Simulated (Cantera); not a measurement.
**SiHCl3 + N2 (silicon epitaxy and polysilicon growth)**

Input: 1 mol SiHCl3, 61 mol N2, held at 1223 K and 0.200 bar.

Method: chemical equilibrium by Gibbs-energy minimisation in Cantera with the NASA 1993 tables (ideal gas, pure condensed phases). Candidate condensed phases: NH4Cl, Si, Si3N4; 28 gas species. N2 is the only nitrogen source here; it is nearly inert below about 1500 K, so the nitride shown seldom forms there in practice. The tables' values for SiCl3 are old estimates; treat these amounts as uncertain. Rates play no part.

The x(N2) is 0.976, the x(HCl) is 0.0147 and the x(SiCl4) is 0.00823. The x(H2) comes out as 0.000702. The x(SiCl3) comes out as 0.000185 and the x(SiCl2) is 3.30e-5. The x(SiHCl3) is 1.22e-5 and the n(Si3N4(s)) is 0.158 mol. The gas amount comes out as 62.17 mol and the log10 activity of Si(s) (absent) is -4.35.
